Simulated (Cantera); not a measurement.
A closed system holds: 1 mol Si2H6, 0.029 mol Cl2, 29 mol H2, held at 1330 Pa.

Cantera equilibrium calculation (NASA polynomials, part measured and part estimated; ideal gas, pure solids and liquids). Candidate condensed phases: Si; 19 gas species. The feed counts by its element totals alone. Gases not in the tables: Si2H6 and higher silanes. Equilibrium is a limit: real reactors are often held back by kinetics, nucleation or transport.

### Question
Which condensed phases are stable at each of these points (T (K)): 1023, 1123, 1223, 1323, 1423, 1523, 1623, 1723?

### Answer
```json
[
 {"T (K)": "1023", "condensed phases": "Si(s)", "Si condensed (%)": "100.0"},
 {"T (K)": "1123", "condensed phases": "Si(s)", "Si condensed (%)": "100.0"},
 {"T (K)": "1223", "condensed phases": "Si(s)", "Si condensed (%)": "100.0"},
 {"T (K)": "1323", "condensed phases": "Si(s)", "Si condensed (%)": "100.0"},
 {"T (K)": "1423", "condensed phases": "Si(s)", "Si condensed (%)": "100.0"},
 {"T (K)": "1523", "condensed phases": "Si(s)", "Si condensed (%)": "100.0"},
 {"T (K)": "1623", "condensed phases": "Si(s)", "Si condensed (%)": "99.9"},
 {"T (K)": "1723", "condensed phases": "Si(l)", "Si condensed (%)": "99.8"}
]
```

From 1023 K to 1623 K the condensed part is Si(s). At 1723 K the condensed part is Si(l).
